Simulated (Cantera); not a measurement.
A perfectly stirred reactor is fed with C2H6 : H2 = 1 : 2.2 (molar parts), at 120000 Pa; it is held at 1625 K, and followed from long to short residence time.

Detailed kinetics in Cantera: GRI-Mech 3.0 (53 species, 325 reactions). GRI-Mech 3.0 stops at C3 and has no aromatics, soot or wall deposition, so with more carbon than oxygen in the feed, carbon stays in small species such as C2H2 where larger ones or solid carbon would form.

What does this change do: pressure from 120000 Pa to 400 Pa?


```
quantity                  before     after
----------------------  --------  --------
x(C2H6) at τ = 15.0 s    4.31e-5   2.25e-5
x(H2) at τ = 15.0 s        0.752     0.789
x(CH4) at τ = 15.0 s      0.0770    0.0240
x(C2H4) at τ = 15.0 s     0.0127  0.000233
x(C2H2) at τ = 15.0 s      0.158     0.184
x(C2H6) at τ = 67.0 ms  0.000343   0.00365
x(H2) at τ = 67.0 ms       0.726     0.686
x(CH4) at τ = 67.0 ms      0.114     0.157
x(C2H4) at τ = 67.0 ms    0.0137    0.0159
x(C2H2) at τ = 67.0 ms     0.146     0.124
```
Radical loss at walls, strong at low pressure, is not modelled.

What does this change do: pressure from 120000 Pa to 190 Pa?


| quantity | before | after |
|---|---|---|
| x(C2H6) at τ = 15.0 s | 4.31e-5 | 3.71e-5 |
| x(H2) at τ = 15.0 s | 0.752 | 0.785 |
| x(CH4) at τ = 15.0 s | 0.0770 | 0.0291 |
| x(C2H4) at τ = 15.0 s | 0.0127 | 0.000319 |
| x(C2H2) at τ = 15.0 s | 0.158 | 0.182 |
| x(C2H6) at τ = 67.0 ms | 0.000343 | 0.00619 |
| x(H2) at τ = 67.0 ms | 0.726 | 0.666 |
| x(CH4) at τ = 67.0 ms | 0.114 | 0.179 |
| x(C2H4) at τ = 67.0 ms | 0.0137 | 0.0226 |
| x(C2H2) at τ = 67.0 ms | 0.146 | 0.109 |
Radical loss at walls, strong at low pressure, is not modelled.
